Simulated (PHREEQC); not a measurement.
Dissolve 3.1 mmol/kgw Na2S and 1.9 mmol/kgw NaHCO3 at 25 °C. Closed to the air; pH follows from the charge balance.

Computed with PHREEQC (ion-association model, phreeqc.dat).

Each row changes one thing in this solution. This is a speciation only: nothing precipitates in the calculation.

```csv
case,pH,ionic strength (mol/kgw),CO3-2 (mol/kgw),HCO3- (mol/kgw),NaCO3- (mol/kgw),NaHCO3 (mol/kgw)
as made,11.08,0.00954,0.00154,0.000204,0.000154,7.47e-7
0.0048 mol/kgw NaHF2 added,6.99,0.0128,9.94e-7,0.00157,1.53e-7,9.01e-6
NaHCO3 from 0.0019 to 0.00095 mol/kgw,11.28,0.00797,0.000807,6.86e-5,7.41e-5,2.27e-7
temperature from 25 to 50 °C,10.42,0.00892,0.00110,0.000461,0.000341,1.44e-6
Na2S replaced by NaBr at the same molality,8.24,0.00501,1.89e-5,0.00185,1.31e-6,4.48e-6
```

Away from 25 °C the constants follow the database's enthalpies or fits; those with neither stay at their 25 °C values.
